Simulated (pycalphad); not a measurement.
All values are pycalphad results on the COST 507 light-alloy database (1999) (1 atm), not direct measurements. The data set is of 1999 and partly superseded. Phase fractions are per mole of atoms.

Task: Give the equilibrium state of Si-1.28Ti (at.%) at 1127 °C.

Result: 
```
T = 1400.00 K, P = 101325 Pa, N = 1 mol of atoms
G = -53664 J/mol, H = 25669 J/mol, S = 56.67 J/(mol K)  (SER reference)
chemical potentials (J/mol): Si -51222, Ti -242049
phase             fraction      x(Si)      x(Ti)
DIAMOND_A4          0.9616     1.0000   2.31e-12
SI2TI               0.0384     0.6667     0.3333
```

Database names, with the compositions (at.%) that they take in these runs: SI2TI: Si 67 Ti 33. DIAMOND_A4 is diamond (Si).
